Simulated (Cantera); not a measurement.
Input: 1 mol SiH₂Cl₂, 2.3 mol N₂, equilibrated at 948 K and 133 Pa.

Cantera equilibrium calculation (NASA polynomials, part measured and part estimated; ideal gas, pure solids and liquids). Candidate condensed phases: NH₄Cl, Si, Si₃N₄; 28 gas species. N₂ is the only nitrogen source here; it is nearly inert below about 1500 K, so the nitride shown seldom forms there in practice. The tables' values for SiCl₃ are old estimates; treat these amounts as uncertain. Rates play no part.

Base state: N₂ 0.497, HCl 0.329, H₂ 0.116, SiCl₄ 0.0578, SiHCl₃ 9.15e-5, SiCl₃ 6.32e-5 (mole fractions); condensed: Si₃N₄(s).

What changes in the equilibrium state with this change: 0.53 mol O₂ added?


```
species               before    after
-------------------  -------  -------
N₂                     0.497    0.504
HCl                    0.329    0.475
H₂                     0.116   0.0138
SiCl₄                 0.0578  0.00690
SiHCl₃               9.15e-5  9.03e-7
SiCl₃                6.32e-5  1.81e-6
Si₃N₄(s), mol          0.264        0
SiO₂(β-quartz), mol        0    0.382
Si₂N₂O(s), mol             0    0.295
```
Further candidate phases: H₂O, SiO₂, Si₂N₂O.

What changes in the equilibrium state with this change: SiH₂Cl₂ replaced by SiH₄?


```tsv
species	before	after
H₂	0.116	0.550
N₂	0.497	0.450
HCl	0.329	0
SiCl₄	0.0578	0
SiHCl₃	9.15e-5	0
SiCl₃	6.32e-5	0
Si₃N₄(s), mol	0.264	0.333
```
